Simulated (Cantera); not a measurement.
A closed system holds: 1 mol V2O3, 4.5 mol H2, 22 mol N2, at 1475 °C and 0.570 Torr.

Method: chemical equilibrium by Gibbs-energy minimisation in Cantera with the NASA 1993 tables (ideal gas, pure condensed phases). Candidate condensed phases: H2O, V, VN, VO, V2O3, V2O4, V2O5; 28 gas species. Mutual solubility and eutectic melting of coexisting phases are not modelled. VO: taken at fixed stoichiometry. Condensed phases not in the tables: the oxides between V2O3 and V2O5 other than VO2. Kinetics and transport are ignored.

Base state: N2 0.829, H2 0.166, H 0.00337, H2O 0.00197, VO2 0.000197, VO 2.84e-5 (mole fractions); condensed: VO(s) + V2O3(s).

What changes in the equilibrium state with this change: V2O3 replaced by PbO?


| species | before | after |
|---|---|---|
| N2 | 0.829 | 0.799 |
| H2 | 0.166 | 0.126 |
| Pb | 0 | 0.0363 |
| H2O | 0.00197 | 0.0362 |
| VO2 | 0.000197 | 0 |
| VO | 2.84e-5 | 0 |
| PbO | 0 | 1.63e-5 |
| VO(s), mol | 0.109 | 0 |
| V2O3(s), mol | 0.942 | 0 |
Further candidate phases: Pb, PbO, PbO2, Pb3O4.
